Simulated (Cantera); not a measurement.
## Equilibrium for aluminium nitride and oxide growth: Al + N2O + H2

Input: 1 mol Al, 31 mol N2O, 26 mol H2, held at 1377 °C and 0.140 bar.

These are equilibrium values from Cantera (NASA tables, ideal gas, pure condensed phases), not measurements of a reactor. Candidate condensed phases: Al, AlN, Al2O3, H2O; 35 gas species. Gases not in the tables: Al(OH)3. Rates play no part.

| Property | Result |
|---|---|
| x(N2) | 0.527 |
| x(H2O) | 0.442 |
| x(O2) | 0.0293 |
| x(NO) | 0.000729 |
| x(OH) | 0.000539 |
| x(H2) | 8.10e-5 |
| x(O) | 1.19e-5 |
| x(H) | 2.19e-6 |
| n(Al2O3(s)) | 0.500 mol |
| gas amount | 58.76 mol |
| log10 activity of Al(l) (absent) | -16.37 |
